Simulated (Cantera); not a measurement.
Input: 1 mol Si₃N₄, 0.66 mol H₂, equilibrated at 0.000430 bar.

Equilibrium computed with Cantera from the NASA thermochemical tables; the gas is ideal and each condensed phase is pure. Candidate condensed phases: Si, Si₃N₄; 18 gas species. The tables' values for SiN are old estimates; treat these amounts as uncertain. Rates play no part.

x: gas mole fraction; nothing condenses.

| T (°C) | x Si | x N₂ | x H | x H₂ | x Si₂ | x SiH | x SiN |
|---|---|---|---|---|---|---|---|
| 2002 | 0.498 | 0.337 | 0.101 | 0.0604 | 0.00264 | 0.000974 | 0.000876 |
| 2052 | 0.494 | 0.333 | (withheld) | (withheld) | (withheld) | (withheld) | 0.000792 |
| 2102 | 0.491 | 0.330 | 0.137 | 0.0403 | 0.00128 | 0.000659 | 0.000718 |
| 2152 | 0.487 | 0.327 | 0.153 | 0.0313 | 0.000913 | 0.000531 | 0.000654 |
| 2202 | 0.484 | 0.324 | 0.167 | 0.0236 | 0.000659 | 0.000423 | 0.000598 |
| 2252 | 0.482 | 0.322 | 0.178 | 0.0173 | 0.000483 | 0.000334 | 0.000550 |
| 2302 | 0.480 | 0.320 | 0.186 | 0.0125 | 0.000359 | 0.000263 | 0.000508 |
| 2352 | 0.478 | 0.319 | 0.193 | 0.00888 | 0.000270 | 0.000206 | 0.000471 |
| 2402 | 0.477 | 0.318 | 0.198 | 0.00629 | 0.000206 | 0.000162 | 0.000439 |
| 2452 | 0.476 | 0.318 | 0.201 | (withheld) | (withheld) | (withheld) | 0.000411 |
| 2502 | 0.476 | 0.317 | 0.203 | 0.00317 | 0.000123 | 0.000100 | 0.000386 |
| 2552 | 0.475 | 0.317 | 0.205 | 0.00226 | 9.70e-5 | 7.99e-5 | 0.000363 |

Task: Complete the blanks.

Result: 
- 2452, x H₂: 0.00446
- 2452, x Si₂: 0.000159
- 2452, x SiH: 0.000127
- 2052, x H: 0.119
- 2052, x H₂: 0.0502
- 2052, x Si₂: 0.00183
- 2052, x SiH: 0.000807
